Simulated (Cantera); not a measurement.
Cantera run, input and output.

```python
import numpy as np
import cantera as ct

gas = ct.Solution("gri30.yaml")
gas.TP = 300, 101325
flame = ct.CounterflowDiffusionFlame(gas, width=0.02)
flame.fuel_inlet.X, flame.fuel_inlet.T = {'CH3OH': 1}, 375
flame.oxidizer_inlet.X, flame.oxidizer_inlet.T = {'O2': 0.24, 'N2': 0.76}, 575
flame.set_refine_criteria(ratio=3, slope=0.12, curve=0.24, prune=0.03)
show = ['OH', 'H', 'NO', 'CO', 'C2H2']

rows = []
print(f"{'mdot':>8s}{'a_max':>10s}{'a_mean':>10s}{'Tmax/K':>9s}" + "".join(f"{s:>11s}" for s in show) + "   (peak mole fractions)")
for i, mdot in enumerate([0.25, 0.34, 0.45, 0.6, 0.79, 1.1, 1.4, 1.9, 2.5]):  # kg/m2/s on the oxidiser side
    flame.oxidizer_inlet.mdot, flame.fuel_inlet.mdot = mdot, 1.3 * mdot
    flame.solve(loglevel=0, auto=(i == 0))
    if flame.T.max() < max(375, 575) + 100:
        print(f"{mdot:8.3g}  no burning solution found from the previous one")
        break
    dT = np.abs(np.gradient(flame.T, flame.grid))
    rows.append([flame.strain_rate("max"), flame.strain_rate("mean"), flame.T.max(),
                 *(flame.X[gas.species_index(s)].max() for s in show), max(dT[0], dT[-1]) / dT.max()])
    print(f"{mdot:8.3g}{rows[-1][0]:10.1f}{rows[-1][1]:10.1f}{rows[-1][2]:9.1f}" + "".join(f"{x:11.3e}" for x in rows[-1][3:-1]))
```

It prints:

```
    mdot     a_max    a_mean   Tmax/K         OH          H         NO         CO       C2H2   (peak mole fractions)
    0.25     191.0      36.0   2274.3  1.343e-02  7.495e-03  2.271e-04  1.997e-01  1.261e-04
    0.34     250.4      48.9   2240.9  1.372e-02  8.270e-03  1.706e-04  1.983e-01  1.556e-04
    0.45     321.7      64.7   2207.6  1.385e-02  8.993e-03  1.306e-04  1.968e-01  1.872e-04
     0.6     416.8      86.3   2169.2  1.388e-02  9.771e-03  9.928e-05  1.948e-01  2.238e-04
    0.79     535.2     113.6   2130.4  1.382e-02  1.049e-02  7.767e-05  1.923e-01  2.624e-04
     1.1     725.1     158.2   2085.6  1.372e-02  1.141e-02  6.067e-05  1.897e-01  3.151e-04
     1.4     907.3     201.4   2056.0  1.366e-02  1.210e-02  5.236e-05  1.881e-01  3.568e-04
     1.9    1207.8     273.3   2015.3  1.346e-02  1.290e-02  4.372e-05  1.857e-01  4.084e-04
     2.5    1564.9     359.6   1975.9  1.310e-02  1.355e-02  3.723e-05  1.830e-01  4.484e-04
```

Cantera simulation using GRI-Mech 3.0 (53 species, 325 reactions); the numbers are that mechanism's predictions, not measurements. GRI-Mech 3.0 was tuned for natural gas; its chemistry of methanol as a main component is partial and can be far from experiment. GRI-Mech 3.0 has no aromatics or soot, which form on the fuel side of real flames. The maximum strain rate includes the flame's own expansion and is several times the mean.
